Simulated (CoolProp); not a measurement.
The numbers come from the reference Helmholtz-energy equation of state, Akasaka 2023 in CoolProp.

**Question.** For R1336mzz(E), give the phase and the cp (kJ/(kg K)), Joule-Thomson coefficient (K/MPa) at 311.3 K and 4.16 bar; 311.3 K and 7.03 bar.

**Answer.** 
- 311.3 K and 4.16 bar: liquid; cp 1.26, Joule-Thomson coefficient -0.117
- 311.3 K and 7.03 bar: liquid; cp 1.26, Joule-Thomson coefficient -0.122
